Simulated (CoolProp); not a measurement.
A closed Brayton cycle with carbon dioxide: compressor inlet 312.15 K and 9.6 MPa, high pressure 26 MPa, turbine inlet 850 K, compressor efficiency 0.89, turbine efficiency 0.85, recuperator effectiveness 0.95 (on enthalpy, no pinch check). Each further row changes one setting.

The numbers come from the reference Helmholtz-energy equation of state, Span 1996 in CoolProp.

```tsv
case	thermal efficiency (%)	net work (kJ/kg)	compressor to turbine work	compressor exit (K)	turbine exit (K)
as stated	…	101	0.21	345.4	734.5
turbine inlet 800 K	…	…	0.22	345.4	688.4
compressor inlet 322.15 K	36.1	88.2	0.31	387.3	734.5
high pressure 22.1 MPa	…	87.6	0.19	339.3	752.8
recuperator effectiveness 0.5	…	101	0.21	345.4	734.5
```

Question: Fill in the missing entries.

Answer: 
- as stated, thermal efficiency (%): 37.2
- turbine inlet 800 K, thermal efficiency (%): 35.5
- turbine inlet 800 K, net work (kJ/kg): 92.6
- high pressure 22.1 MPa, thermal efficiency (%): 35.4
- recuperator effectiveness 0.5, thermal efficiency (%): 20.8
